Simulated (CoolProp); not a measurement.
A closed Brayton cycle with carbon dioxide: compressor inlet 306.15 K and 9.1 MPa, high pressure 31.8 MPa, turbine inlet 935 K, compressor efficiency 0.85, turbine efficiency 0.85, recuperator effectiveness 0.95 (on enthalpy, no pinch check). Each further row changes one setting.

Values from CoolProp's reference Helmholtz-energy equation of state, Span 1996.

```tsv
case	thermal efficiency (%)	net work (kJ/kg)	compressor to turbine work	compressor exit (K)	turbine exit (K)
as stated	41.8	141	0.20	340.2	783.0
turbine inlet 885 K	40.3	130	0.21	340.2	[?]
compressor inlet 316.15 K	40.3	125	0.29	[?]	783.0
high pressure 27 MPa	[?]	[?]	[?]	[?]	[?]
recuperator effectiveness 0.5	[?]	141	0.20	340.2	783.0
```

Question: Some entries are withheld; supply them.

Answer: 
- turbine inlet 885 K, turbine exit (K): 738.0
- compressor inlet 316.15 K, compressor exit (K): 389.7
- high pressure 27 MPa, thermal efficiency (%): 40.6
- high pressure 27 MPa, net work (kJ/kg): 126
- high pressure 27 MPa, compressor to turbine work: 0.18
- high pressure 27 MPa, compressor exit (K): 334.5
- high pressure 27 MPa, turbine exit (K): 802.1
- recuperator effectiveness 0.5, thermal efficiency (%): 24.3
